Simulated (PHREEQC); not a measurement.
Metal-bearing waste water

Dissolve 0.0028 mol MnSO4 per kg of water at 25 °C. Closed to the air; pH follows from the charge balance.

Computed with PHREEQC (ion-association model, wateq4f.dat).

Each row changes one thing in this solution. Precipitation was switched off in this run.

```json
[
 {"case": "as made", "pH": "6.67", "ionic strength (mol/kgw)": "0.00940", "SO4-2 (mol/kgw)": "0.00235", "HSO4- (mol/kgw)": "3.60e-8"},
 {"case": "MnSO4 replaced by KHSO4 at the same molality", "pH": "2.65", "ionic strength (mol/kgw)": "0.00755", "SO4-2 (mol/kgw)": "0.00237", "HSO4- (mol/kgw)": "0.000392"},
 {"case": "MnSO4 from 0.0028 to 0.028 mol/kgw", "pH": "6.45", "ionic strength (mol/kgw)": "0.0713", "SO4-2 (mol/kgw)": "0.0178", "HSO4- (mol/kgw)": "3.20e-7"},
 {"case": "temperature from 25 to 75 °C", "pH": "6.02", "ionic strength (mol/kgw)": "0.00819", "SO4-2 (mol/kgw)": "0.00205", "HSO4- (mol/kgw)": "5.02e-7"},
 {"case": "MnSO4 from 0.0028 to 0.00056 mol/kgw", "pH": "6.85", "ionic strength (mol/kgw)": "0.00211", "SO4-2 (mol/kgw)": "0.000527", "HSO4- (mol/kgw)": "6.29e-9"}
]
```

Away from 25 °C the constants follow the database's enthalpies or fits; those with neither stay at their 25 °C values.
